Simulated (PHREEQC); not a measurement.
Solution (25 °C): 0.0026 mol/kgw CuSO4, 0.029 mol/kgw CuCl2, 4.7e-05 mol/kgw HCl and 0.037 mol/kgw Na2SO4. Closed to the air; pH follows from the charge balance.

Computed with PHREEQC (ion-association model, wateq4f.dat).

Precipitation was switched off in this run.

Task: What pH, ionic strength does the model give?

Result: pH 4.54; ionic strength 0.156 mol/kgw.

Task: In which forms is Na present?

Result: Na+ 96 %, NaSO4- 3.9 % of the Na.

Examples of supersaturated solids here: Antlerite, Atacamite. Others may be too. Complexes and solids missing from the database can't appear.
